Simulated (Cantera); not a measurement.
Mixture: CH4 : O2 : N2 : H2O = 1 : 4.65 : 17.5 : 2.3 (molar parts), equivalence ratio 0.43, at 16500 Torr, adiabatic and at constant pressure. Ignition delay is the time to a rise of 400 K.

Detailed kinetics in Cantera: GRI-Mech 3.0 (53 species, 325 reactions). The pressure lies above the range GRI-Mech 3.0 was tuned for (to about 10 atm).

Question: What does this change do: 1 parts H2 added?

Answer: 
| quantity | before | after |
|---|---|---|
| delay at 1275 K | 0.722 ms | 0.134 ms |
| delay at 1325 K | 0.421 ms | 73.1 µs |
| delay at 1375 K | 0.254 ms | 42.7 µs |
| delay at 1425 K | 0.158 ms | 26.5 µs |
| delay at 1475 K | 0.100 ms | 17.4 µs |
| delay at 1525 K | 64.8 µs | 12.0 µs |
| delay at 1575 K | 42.7 µs | 8.51 µs |
| apparent activation energy between 1475 and 1575 K | 160 kJ/mol | 140 kJ/mol |

Question: What does this change do: 0.11 parts C2H6 added?

Answer: 
```csv
quantity,before,after
delay at 1275 K,0.722 ms,0.293 ms
delay at 1325 K,0.421 ms,0.166 ms
delay at 1375 K,0.254 ms,98.2 µs
delay at 1425 K,0.158 ms,60.5 µs
delay at 1475 K,0.100 ms,38.6 µs
delay at 1525 K,64.8 µs,25.4 µs
delay at 1575 K,42.7 µs,17.2 µs
apparent activation energy between 1475 and 1575 K,160 kJ/mol,160 kJ/mol
```
